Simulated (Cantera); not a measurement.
Input: 1 mol Cu, 0.027 mol O2, 65 mol CO, held at 0.100 bar.

Equilibrium computed with Cantera from the NASA thermochemical tables; the gas is ideal and each condensed phase is pure. Candidate condensed phases: C, Cu, CuO, Cu2O; 15 gas species. Kinetics and transport are ignored. All values below are at 1150 °C.

Base state: CO 0.999, CO2 0.000831, Cu 2.09e-5 (mole fractions); condensed: Cu(l).

Q: What changes in the equilibrium state with this change: pressure from 0.100 bar to 1.50 bar?

A: 
```json
[
 {"species": "CO", "before": "0.999", "after": "0.998"},
 {"species": "CO2", "before": "0.000831", "after": "0.00203"},
 {"species": "Cu", "before": "2.09e-5", "after": "1.39e-6"},
 {"species": "Cu(l), mol", "before": "0.999", "after": "1.000"},
 {"species": "C(graphite), mol", "before": "0", "after": "0.0781"}
]
```
